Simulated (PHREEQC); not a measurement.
3.6 g of hydrous ferric oxide (600 m²/g; 0.2 weak and 0.005 strong sites per Fe, Dzombak-Morel constants, diffuse double layer) in 1 kg of water with 0.005 mol/kgw of an inert sodium salt, at 25 °C; the pH is set by adding NaOH or the inert anion's acid. O2 is buffered at 0.21 atm. No CO2 enters from the air. Precipitation was switched off in this run.

Base run: PHREEQC, ion-association model, wateq4f.dat. Each further column changes one thing. The table gives surface charge σ (C/m²).

| pH | base | background salt from 0.005 to 0.0005 mol/kgw | oxide from 3.6 to 18 g/kgw | 0.038 mol/kgw NiCl2 added |
|---|---|---|---|---|
| 3 | 0.320 | 0.292 | 0.346 | 0.364 |
| 3.67 | 0.242 | 0.191 | 0.290 | 0.346 |
| 4.33 | 0.160 | 0.106 | 0.202 | 0.298 |
| 5.67 | 0.053 | 0.023 | 0.062 | 0.163 |
| 6.33 | 0.028 | 0.010 | ___ | 0.163 |
| 7 | 0.013 | 0.004 | 0.013 | 0.180 |
| 7.67 | 0.004 | 0.001 | 0.004 | 0.186 |
| 8.33 | -0.002 | -0.001 | -0.002 | 0.187 |
| 9.67 | -0.022 | -0.008 | -0.024 | 0.156 |
| 10.33 | -0.044 | ___ | ___ | 0.091 |
| 11 | -0.085 | -0.055 | -0.101 | 0.037 |

Problem. What belongs in the gaps?

Solution. 
- 6.33, oxide from 3.6 to 18 g/kgw: 0.031
- 10.33, background salt from 0.005 to 0.0005 mol/kgw: -0.021
- 10.33, oxide from 3.6 to 18 g/kgw: -0.050

The oxide is taken as insoluble; below pH 4 it would dissolve. In at least one series the solution becomes supersaturated in solids that the run did not let form, among them Ni(OH)2.
